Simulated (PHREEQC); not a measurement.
0.1 mol of Hydroxyapatite (Ca5(PO4)3OH) is brought to equilibrium with 1 kg of water holding 0.062 mol NaHCO3, with rising amounts of FeSO4, at 20 °C. No oxygen is let in. The system is closed to CO2. The run lets Hydroxyapatite, Calcite, Siderite, Gypsum, Vivianite, Melanterite precipitate or redissolve, and no other solid.

Computed with PHREEQC (ion-association model, phreeqc.dat).

Question: Predict pH, dissolved Ca (mol/kgw), dissolved P (mol/kgw) at FeSO4 added (mol) = 0, 0.0625, 0.146, 0.167, 0.208.

Answer: 
| FeSO4 added (mol) | pH | dissolved Ca (mol/kgw) | dissolved P (mol/kgw) |
|---|---|---|---|
| 0 | 8.10 | 4.72e-5 | 0.000515 |
| 0.0625 | 6.10 | 0.0115 | 0.000353 |
| 0.146 | 6.19 | 0.0112 | 0.000243 |
| 0.167 | 6.21 | 0.0111 | 0.000215 |
| 0.208 | 6.28 | 0.0109 | 0.000161 |

Complexes and solids missing from the database can't appear.
